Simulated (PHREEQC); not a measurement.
Solution (5.9 °C): 0.093 mmol/kgw H4SiO4, 9.4 mmol/kgw K2SiO3 and 0.051 mmol/kgw (NH4)2HPO4. Closed to the air; pH follows from the charge balance.

All values are PHREEQC results (ion-association model, phreeqc.dat), not measurements.

```csv
quantity,before,after
pH,12.56,12.81
H3SiO4- (mol/kgw),0.00869,0.0160
H2SiO4-2 (mol/kgw),0.000775,0.00286
H4SiO4 (mol/kgw),3.01e-5,2.96e-5
SI of Quartz (SiO2),-0.24,-0.24
```

Which change was made?
A) K2SiO3 from 0.0094 to 0.0188 mol/kgw
B) (NH4)2HPO4 from 5.1e-05 to 0.000102 mol/kgw
C) (NH4)2HPO4 left out
D) (NH4)2HPO4 replaced by Na2HPO4 at the same molality
E) temperature from 5.9 to 50 °C

A, K2SiO3 from 0.0094 to 0.0188 mol/kgw

Precipitation was switched off in this run. Away from 25 °C the constants follow the database's enthalpies or fits; those with neither stay at their 25 °C values.
